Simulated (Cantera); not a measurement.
Cantera run:

```python
import numpy as np
import cantera as ct

gas_names = """
    P4 H2O2 H
""".split()
cond_names = """
    P4O10(s)
""".split()


# ... load() reads the species with a 1 bar reference pressure and builds the phases ...
species = {s.name: s for s in load("nasa_gas.yaml", gas_names) + load("nasa_condensed.yaml", cond_names)}
# Each term lists the table entries of one substance; the one whose range holds T is used.
reactions = {
    'P4(g) + 5 H2O2(g) = P4O10 + 10 H(g)':
        [(-1, ['P4']), (-5, ['H2O2']), (1, ['P4O10(s)']), (10, ['H'])],
}


def pick(names, T):
    return next(species[n] for n in names if species[n].thermo.min_temp <= T <= species[n].thermo.max_temp)


results = []
for label, terms in reactions.items():
    print(label)
    print("     T/K   dH/kJ  dS/(J/K)   dG/kJ   log10 K")
    for T in [473, 498, 523, 548, 573, 598, 623, 648]:
        used = [(nu, pick(names, T)) for nu, names in terms]
        dH = sum(nu * s.thermo.h(T) for nu, s in used) / 1e6
        dS = sum(nu * s.thermo.s(T) for nu, s in used) / 1e3
        dG = dH - T * dS / 1e3
        logK = -dG * 1e6 / (ct.gas_constant * T * np.log(10))
        results.append((label, T, dH, dS, dG, logK, [s.name for _, s in used]))
        print(f"{T:8g} {dH:8.1f} {dS:8.1f} {dG:8.1f} {logK:8.2f}")
```

It prints:

```
P4(g) + 5 H2O2(g) = P4O10 + 10 H(g)
     T/K   dH/kJ  dS/(J/K)   dG/kJ   log10 K
     473   -179.5     -3.7   -177.8    19.63
     498   -175.1      5.5   -177.8    18.65
     523   -170.5     14.4   -178.0    17.78
     548   -165.8     23.2   -178.5    17.01
     573   -161.0     31.7   -179.2    16.33
     598   -156.1     40.0   -180.1    15.73
     623   -151.1     48.2   -181.2    15.19
     648   -146.0     56.2   -182.5    14.71
```

Cantera with NASA thermochemical tables; ideal gases at 1 bar, condensed phases pure. Condensed species are held in their standard states even where they would react or evaporate.
